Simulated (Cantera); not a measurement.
Cantera with NASA thermochemical tables; ideal gases at 1 bar, condensed phases pure. Values are per mole of reaction as written; species without (g) are pure solids or liquids, kept so even where they would boil at 1 bar.

2 N(g) + O(g) ⇌ N2O(g), with ΔH° = -1113.0 kJ and ΔS° = -247.8 J/K at 300 K.

### Question
How far is the shortcut ΔG° ≈ ΔH°(300 K) − T·ΔS°(300 K) from the full temperature-dependent value at 648, 748, 848, 948, 1048 K?

### Answer
```csv
T (K),shortcut (kJ),full (kJ),difference (kJ),difference in log10 K
648,-952.4,-949.3,-3.1,0.25
748,-927.6,-923.0,-4.6,0.32
848,-902.8,-896.5,-6.3,0.39
948,-878.0,-869.9,-8.1,0.45
1048,-853.3,-843.2,-10.0,0.50
```
The shortcut ignores the heat-capacity change of the reaction.
